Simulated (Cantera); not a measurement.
Input (Python, Cantera) and output of one run.

```python
import numpy as np
import cantera as ct

gas_names = [...]  # 110 gases of nasa_gas.yaml made of C, H, O
cond_names = """
    C(gr) C6H6(L) C7H8(L) C8H18(L),n-octa H2O(s) H2O(L)
""".split()


# ... load() reads the species with a 1 bar reference pressure and builds the phases ...
atoms = {
    'CO2': {'C': 1, 'O': 2},
    'H2': {'H': 2},
    'O2': {'O': 2},
    'H2O': {'H': 2, 'O': 1},
}
top_T = {'C(gr)': 4500}  # K; cautious upper limits of use, not melting points


# ... equilibrate(T, P, feed) seeds the gas with the atoms and calls Mixture.equilibrate('TP', solver="vcs", rtol=1e-11, max_steps=5000) ...
results = []
feed = {'CO2': 1, 'H2': 0.17, 'O2': 0.16, 'H2O': 6.4}  # mol
T = 1975  # K
P = 62000  # Pa
mix = equilibrate(T, P, feed)
results.append((T, P, feed, dict(zip(mix.species_names, mix.species_moles))))
x = sorted(zip(gas.X, gas.species_names), reverse=True)
print(f"T = {T:g} K  P = {P:g} Pa  gas = {mix.phase_moles(0):.4g} mol")
print("   x: " + "  ".join(f"{s} {v:.3e}" for v, s in x if v > 1e-05))
print("   condensed (mol): " + ("  ".join(f"{mix.phase(i).name} {mix.phase_moles(i):.4g}"
      for i in range(1, mix.n_phases) if mix.phase_moles(i) > 1e-12) or "none"))
```

It prints:

```
T = 1975 K  P = 62000 Pa  gas = 7.667 mol
   x: H2O 8.530e-01  CO2 1.288e-01  O2 1.111e-02  OH 2.854e-03  H2 2.449e-03  CO 1.661e-03  H 8.600e-05  O 7.374e-05
   condensed (mol): none
```

These are equilibrium values from Cantera (NASA tables, ideal gas, pure condensed phases), not measurements of a reactor.
